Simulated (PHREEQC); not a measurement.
Solution (20 °C): 0.06 mol FeCl3 and 0.096 mol Na2SO4 per kg of water. Closed to the air; pH follows from the charge balance.

Model: ion-association model, phreeqc.dat, run in PHREEQC.

```
quantity                  before   after
------------------------  ------  ------
pH                          2.55    2.42
ionic strength (mol/kgw)   0.321   0.339
Na+ (mol/kgw)              0.184   0.183
Cl- (mol/kgw)              0.174   0.174
FeSO4+ (mol/kgw)          0.0382  0.0318
SO4-2 (mol/kgw)           0.0336  0.0341
SI of Halite (NaCl)        -3.36   -3.42
SI of Goethite (FeOOH)     +4.99   +5.50
```

**Question.** Name the change that produced these shifts.
A. temperature from 20 to 60 °C
B. diluted 2-fold with water
C. FeCl3 from 0.06 to 0.066 mol/kgw

**Answer.** A, temperature from 20 to 60 °C

Precipitation was switched off in this run. Some of these states are supersaturated (in Hematite (slow to form), Goethite (slow to form), for instance). At this temperature some constants are extrapolated from 25 °C, and those without enthalpy data are left unchanged.
